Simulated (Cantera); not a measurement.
What does this Cantera script print?

```python
import numpy as np
import cantera as ct

gas_names = """
    CL CL2 H HCL H2 Si SiCL SiCL2 SiCL3 SiCL4 SiH SiHCL3 SiH2 SiH2CL2 SiH3 SiH3CL SiH4 Si2 Si3
""".split()
cond_names = """
    Si(cr) Si(L)
""".split()


# ... load() reads the species with a 1 bar reference pressure and builds the phases ...
atoms = {
    'Si2Cl6': {'Si': 2, 'CL': 6},
    'H2': {'H': 2},
}
top_T = {}  # K; cautious upper limits of use, not melting points


# ... equilibrate(T, P, feed) seeds the gas with the atoms and calls Mixture.equilibrate('TP', solver="vcs", rtol=1e-11, max_steps=5000) ...
results = []
feed = {'Si2Cl6': 1, 'H2': 41}  # mol
T = 1575  # K
P = 100000  # Pa
mix = equilibrate(T, P, feed)
results.append((T, P, feed, dict(zip(mix.species_names, mix.species_moles))))
x = sorted(zip(gas.X, gas.species_names), reverse=True)
print(f"T = {T:g} K  P = {P:g} Pa  gas = {mix.phase_moles(0):.4g} mol")
print("   x: " + "  ".join(f"{s} {v:.3e}" for v, s in x if v > 0.001))
print("   condensed (mol): " + ("  ".join(f"{mix.phase(i).name} {mix.phase_moles(i):.4g}"
      for i in range(1, mix.n_phases) if mix.phase_moles(i) > 1e-12) or "none"))
```

Output:

```
T = 1575 K  P = 100000 Pa  gas = 43.82 mol
   x: H2 8.965e-01  HCL 7.607e-02  SiCL2 2.189e-02  SiCL3 2.769e-03  SiHCL3 1.441e-03
   condensed (mol): Si(cr) 0.7983
```

Equilibrium computed with Cantera from the NASA thermochemical tables; the gas is ideal and each condensed phase is pure. The feed counts by its element totals alone. The tables' values for SiCl3 are old estimates; treat these amounts as uncertain.
